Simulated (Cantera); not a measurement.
Input: 1 mol C₆H₆, 50 mol H₂, equilibrated at 21.0 Pa.

Method: chemical equilibrium by Gibbs-energy minimisation in Cantera with the NASA 1993 tables (ideal gas, pure condensed phases). Candidate condensed phases: C, C₆H₆, C₇H₈, C₈H₁₈; 76 gas species. Kinetics and transport are ignored.

Over these rows the condensed part is C(graphite). Partial pressures as log10 of bar:

```tsv
T (K)	1000/T (1/K)	log p C₂H₂ (acetylene)	log p H₂
1500	0.6667	-8.72	-3.68
1575	0.6349	?	-3.68
1650	0.6061	-8.02	-3.68
1725	0.5797	-7.72	-3.68
1800	0.5556	-7.44	-3.69
1875	0.5333	-7.20	-3.70
```

Task: Fit log p(C₂H₂ (acetylene)) = a + b·(1000/T) to the five rows, give the apparent enthalpy, and predict the row at 1575 K.

Result: Means: 1000/T = 0.5883, log p = -7.820. Sxy = -0.121506, Sxx = 0.0106316, so b = -11.43 and a = -7.820 − (-11.43)×0.5883 = -1.10.
Apparent enthalpy: −19.145 × (-11.43) = 219 kJ/mol. With the condensed phases at unit activity, 2 C(graphite) + H₂(g) = C₂H₂ (acetylene)(g) links this pressure to the main gases: over the six rows their terms move log p by -0.02 in all, so the slope is close to that reaction's ΔH°. The five rows lie within 0.01 of the line.
Prediction at 1575 K: -1.10 + (-11.43)×0.6349 = -8.36. The computed value is -8.35, 0.01 from the line.
